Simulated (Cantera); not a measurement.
Input: 1 mol Fe2O3, 3.2 mol CO, 8.7 mol N2, equilibrated at 752 °C and 0.0570 bar.

These are equilibrium values from Cantera (NASA tables, ideal gas, pure condensed phases), not measurements of a reactor. Candidate condensed phases: C, Fe, Fe(CO)5, FeO, Fe2O3, Fe3O4; 27 gas species. The tables' stoichiometric FeO is somewhat more stable than real wüstite, so its field is too wide. FeO: taken at fixed stoichiometry. The numbers say what is thermodynamically allowed, not how fast it happens.

Base state: N2 0.731, CO 0.185, CO2 0.0840 (mole fractions); condensed: FeO(s).

Q: What changes in the equilibrium state with this change: temperature from 752 °C to 2102 °C?

A: 
```json
[
 {"species": "N2", "before": "0.731", "after": "0.703"},
 {"species": "CO", "before": "0.185", "after": "0.158"},
 {"species": "CO2", "before": "0.0840", "after": "0.101"},
 {"species": "Fe", "before": "<1e-9", "after": "0.0280"},
 {"species": "FeO", "before": "<1e-9", "after": "0.00441"},
 {"species": "O2", "before": "<1e-9", "after": "0.00240"},
 {"species": "NO", "before": "<1e-9", "after": "0.00184"},
 {"species": "FeO(s), mol", "before": "2.00", "after": "0"},
 {"species": "FeO(l), mol", "before": "0", "after": "1.60"}
]
```
